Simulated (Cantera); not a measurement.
**Counterflow diffusion flame**

A counterflow diffusion flame at 1.00 bar, nozzles 20 mm apart: fuel side 96.6 % CH4, 3.38 % H2 at 575 K, oxidiser side 19.0 % O2, 81.0 % N2 at 675 K, fuel mass flux 0.69 times the oxidiser's; mixture-averaged transport, no radiation.

Model: GRI-Mech 3.0 (53 species, 325 reactions), integrated in Cantera. GRI-Mech 3.0 has no aromatics or soot, which form on the fuel side of real flames. The maximum strain rate includes the flame's own expansion and is several times the mean. A flux with no burning solution from the previous one only brackets extinction.

```csv
oxidiser flux (kg/m²/s),max strain (1/s),mean strain (1/s),T max (K),peak x OH,peak x H,peak x NO,peak x CO,peak x C2H2
0.6,438,122,2095,0.00797,0.00510,0.000225,0.0507,0.0120
0.91,643,185,2075,0.00781,0.00531,0.000187,0.0502,0.0110
1.4,964,285,2052,0.00752,0.00546,0.000146,0.0502,0.00978
2.1,1410,427,2023,0.00708,0.00547,0.000105,0.0505,0.00843
3.2,2110,651,1977,0.00624,0.00513,6.11e-5,0.0510,0.00641
4.9,3110,997,1869,0.00430,0.00367,1.61e-5,0.0504,0.00293
```
x: mole fraction; the columns are a selection and need not sum to one.

At the next flux tried, 7.4 kg/m²/s, no burning solution was found from the previous one.
